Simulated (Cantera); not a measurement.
# Adiabatic ignition

An adiabatic, constant-volume homogeneous reactor starts with 5.94 % CH₃OH, 19.8 % O₂, 74.3 % N₂, equivalence ratio 0.45, at 1225 K and 7200 Torr.

Detailed kinetics in Cantera: GRI-Mech 3.0 (53 species, 325 reactions). GRI-Mech 3.0 was tuned for natural gas; its chemistry of methanol as a main component is partial and can be far from experiment.

| t (s) | T (K) | P (bar) | x CH₃OH | x O₂ | x C₂H₄ | x H₂O | x CO |
|---|---|---|---|---|---|---|---|
| 9.00e-6 | 1225 | 9.60 | 0.0594 | 0.198 | <1e-12 | 2.57e-7 | 5.77e-8 |
| 2.54e-5 | 1225 | 9.60 | 0.0594 | 0.198 | <1e-12 | 7.36e-7 | 1.64e-7 |
| 7.15e-5 | 1225 | 9.60 | 0.0594 | 0.198 | 3.25e-12 | 2.15e-6 | 4.75e-7 |
| 0.000201 | 1225 | 9.60 | 0.0594 | 0.198 | 9.17e-12 | 7.86e-6 | 1.48e-6 |
| 0.000567 | 1225 | 9.60 | 0.0593 | 0.198 | 2.23e-11 | 7.89e-5 | 8.44e-6 |
| 0.00160 | 2459 | 19.9 | <1e-12 | 0.104 | <1e-12 | 0.112 | 0.00117 |
| 0.00450 | 2444 | 19.8 | <1e-12 | 0.101 | <1e-12 | 0.112 | 0.00110 |
| 0.0127 | 2432 | 19.7 | <1e-12 | 0.0982 | <1e-12 | 0.112 | 0.00104 |
| 0.0358 | 2430 | 19.7 | <1e-12 | 0.0978 | <1e-12 | 0.112 | 0.00103 |
| 0.101 | 2430 | 19.7 | <1e-12 | 0.0978 | <1e-12 | 0.112 | 0.00103 |
| 0.284 | 2430 | 19.7 | <1e-12 | 0.0978 | <1e-12 | 0.112 | 0.00103 |
| 0.800 | 2430 | 19.7 | <1e-12 | 0.0978 | <1e-12 | 0.112 | 0.00103 |
x: mole fraction; the columns are a selection and need not sum to one.

```
Property                                                          Result
---------------------------------  -------------------------------------
time of steepest temperature rise                                1.19 ms
temperature at 0.800 s                                            2430 K
equilibrium temperature                                           2430 K
x(CH₃OH) at 0.800 s                <1e-12 (gas-phase equilibrium <1e-12)
x(O₂) at 0.800 s                   0.0978 (gas-phase equilibrium 0.0978)
x(C₂H₄) at 0.800 s                 <1e-12 (gas-phase equilibrium <1e-12)
```
